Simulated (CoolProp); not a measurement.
Properties of CHF3 (R23) along the isotherm 307.9 K.

The numbers come from the reference Helmholtz-energy equation of state, Penoncello 2003 in CoolProp.

```
p (kPa)          phase  density (kg/m³)  cv (kJ/(kg K))  expansivity (1/kK)  conductivity (mW/(m K))  fugacity coefficient
-------  -------------  ---------------  --------------  ------------------  -----------------------  --------------------
38.2               gas            1.047          0.6254               3.277                     14.0                0.9974
78.4               gas            2.156          0.6264               3.308                     14.1                0.9947
161                gas            4.452          0.6285               3.374                     14.2                0.9891
331                gas            9.264          0.6329               3.516                     14.5                0.9776
679                gas            19.50      (withheld)               3.835                     14.9            (withheld)
1390               gas       (withheld)          0.6640               4.642                     16.0                0.9073
2860               gas            100.9      (withheld)               7.530                     18.6            (withheld)
5880     supercritical       (withheld)          0.9569               104.5                     41.3                0.6149
12100    supercritical       (withheld)          0.7934               7.454                     72.6                0.3671
```

**Question.** Complete the blanks.

**Answer.** 
- 679, cv (kJ/(kg K)): 0.6425
- 679, fugacity coefficient: 0.9543
- 1390, density (kg/m³): 42.26
- 2860, cv (kJ/(kg K)): 0.7219
- 2860, fugacity coefficient: 0.8124
- 5880, density (kg/m³): 532.9
- 12100, density (kg/m³): 941.7

Thermal conductivity comes from a separate model (Shan 2000).
